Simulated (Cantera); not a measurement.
A closed system holds: 1 mol PbO, 0.019 mol O₂, 4.1 mol H₂, at 1300 K and 1 atm.

These are equilibrium values from Cantera (NASA tables, ideal gas, pure condensed phases), not measurements of a reactor. Candidate condensed phases: H₂O, Pb, PbO, PbO₂, Pb₃O₄; 12 gas species. Rates play no part.

Base state: H₂ 0.745, H₂O 0.253, Pb 0.00259 (mole fractions); condensed: Pb(l).

Q: What changes in the equilibrium state with this change: temperature from 1300 K to 1623.15 K?

A: 
```csv
species,before,after
H₂,0.745,0.693
H₂O,0.253,0.235
Pb,0.00259,0.0725
PbO,7.32e-8,1.99e-5
Pb₂,2.47e-7,6.24e-5
"Pb(l), mol",0.989,0.679
```

Q: What changes in the equilibrium state with this change: temperature from 1300 K to 1248 K?

A: 
```json
[
 {"species": "H₂", "before": "0.745", "after": "0.746"},
 {"species": "H₂O", "before": "0.253", "after": "0.253"},
 {"species": "Pb", "before": "0.00259", "after": "0.00128"},
 {"species": "Pb(l), mol", "before": "0.989", "after": "0.995"}
]
```
